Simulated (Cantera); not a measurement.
An adiabatic, constant-volume homogeneous reactor starts with CH4 : O2 : N2 = 1 : 3.85 : 14.5 (molar parts), at 1225 K and 500000 Pa. Integrator tolerance rtol = 1e-08.

Detailed kinetics in Cantera: GRI-Mech 3.0 (53 species, 325 reactions).

Problem. What does this change do: initial temperature 1225 to 1000 K?

Solution. 
| quantity | before | after |
|---|---|---|
| time of steepest temperature rise | 5.12 ms | 0.139 s |
| temperature at 3.00 s | 2490 K | 2335 K |
| equilibrium temperature | 2490 K | 2335 K |
| x(CH4) at 3.00 s | <1e-12 (gas-phase equilibrium <1e-12) | <1e-12 (gas-phase equilibrium <1e-12) |
| x(O2) at 3.00 s | 0.0872 (gas-phase equilibrium 0.0872) | 0.0894 (gas-phase equilibrium 0.0894) |
| x(C2H6) at 3.00 s | <1e-12 (gas-phase equilibrium <1e-12) | <1e-12 (gas-phase equilibrium <1e-12) |
| x(HO2) at 3.00 s | 1.28e-5 (gas-phase equilibrium 1.28e-5) | 8.86e-6 (gas-phase equilibrium 8.86e-6) |
| x(C2H2) at 3.00 s | <1e-12 (gas-phase equilibrium <1e-12) | <1e-12 (gas-phase equilibrium <1e-12) |
| x(CH2) at 3.00 s | <1e-12 (gas-phase equilibrium <1e-12) | <1e-12 (gas-phase equilibrium <1e-12) |

Problem. What does this change do: constant pressure in place of constant volume?

Solution. 
```csv
quantity,before,after
time of steepest temperature rise,5.12 ms,5.31 ms
temperature at 3.00 s,2490 K,2263 K
equilibrium temperature,2490 K,2263 K
x(CH4) at 3.00 s,<1e-12 (gas-phase equilibrium <1e-12),<1e-12 (gas-phase equilibrium <1e-12)
x(O2) at 3.00 s,0.0872 (gas-phase equilibrium 0.0872),0.0901 (gas-phase equilibrium 0.0901)
x(C2H6) at 3.00 s,<1e-12 (gas-phase equilibrium <1e-12),<1e-12 (gas-phase equilibrium <1e-12)
x(HO2) at 3.00 s,1.28e-5 (gas-phase equilibrium 1.28e-5),5.78e-6 (gas-phase equilibrium 5.78e-6)
x(C2H2) at 3.00 s,<1e-12 (gas-phase equilibrium <1e-12),<1e-12 (gas-phase equilibrium <1e-12)
x(CH2) at 3.00 s,<1e-12 (gas-phase equilibrium <1e-12),<1e-12 (gas-phase equilibrium <1e-12)
```
